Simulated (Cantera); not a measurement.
Cantera run:

```python
import numpy as np
import cantera as ct

gas_names = [...]  # 116 gases of nasa_gas.yaml made of C, H, Mg, O
cond_names = """
    C(gr) C6H6(L) C7H8(L) C8H18(L),n-octa H2O(s) H2O(L) Mg(cr) Mg(L) MgCO3(s) MgO(s) MgO(L) MgO2H2(s)
""".split()


# ... load() reads the species with a 1 bar reference pressure and builds the phases ...
atoms = {
    'MgCO3': {'Mg': 1, 'C': 1, 'O': 3},
    'C': {'C': 1},
    'H2O': {'H': 2, 'O': 1},
}
top_T = {'C(gr)': 4500}  # K; cautious upper limits of use, not melting points


# ... equilibrate(T, P, feed) seeds the gas with the atoms and calls Mixture.equilibrate('TP', solver="vcs", rtol=1e-11, max_steps=5000) ...
results = []
T = 1925  # K
P = 39000  # Pa
for m in [0.12, 0.16, 0.23, 0.31, 0.44, 0.61, 0.84, 1.2, 1.6, 2.2, 3.1, 4.3]:
    feed = {'MgCO3': 1, 'C': 0.043, 'H2O': m}  # mol
    mix = equilibrate(T, P, feed)
    results.append((T, P, feed, dict(zip(mix.species_names, mix.species_moles))))

top = {s: max(r[3][s] / sum(r[3][g] for g in gas_names) for r in results) for s in gas_names}
cols = sorted((s for s in top if top[s] > 0.001), key=lambda s: -top[s])[:5]
seen = [c for c in cond_names if any(r[3].get(c, 0) > 1e-12 for r in results)]
print("log10 of partial pressures in bar; condensed amounts in mol")
print(f"{'n(H2O)':>10s}" + "".join(f"{s[:9]:>10s}" for s in cols + seen))
for T, P, feed, n in results:
    ng = sum(n[g] for g in gas_names)
    print(f"{feed['H2O']:10.4g}" + "".join(f"{np.log10(max(n[s] / ng * P / 1e5, 1e-99)):10.3f}" for s in cols)
          + "".join(f"{n.get(c, 0):10.4g}" for c in seen))
```

Result:

```
log10 of partial pressures in bar; condensed amounts in mol
    n(H2O)       CO2       H2O        CO        H2        OH    MgO(s)
      0.12    -0.493    -1.405    -1.550    -3.096    -3.940         1
      0.16    -0.507    -1.295    -1.568    -2.990    -3.883         1
      0.23    -0.531    -1.161    -1.599    -2.863    -3.813         1
      0.31    -0.557    -1.058    -1.633    -2.768    -3.757         1
      0.44    -0.596    -0.945    -1.684    -2.668    -3.694         1
      0.61    -0.642    -0.850    -1.746    -2.588    -3.639         1
      0.84    -0.697    -0.768    -1.821    -2.526    -3.588         1
       1.2    -0.771    -0.688    -1.924    -2.475    -3.534         1
       1.6    -0.841    -0.634    -2.023    -2.450    -3.492         1
       2.2    -0.927    -0.584    -2.148    -2.439    -3.448         1
       3.1    -1.031    -0.541    -2.301    -2.445    -3.402    0.9999
       4.3    -1.139    -0.509    -2.461    -2.465    -3.359    0.9999
```

Cantera equilibrium calculation (NASA polynomials, part measured and part estimated; ideal gas, pure solids and liquids).
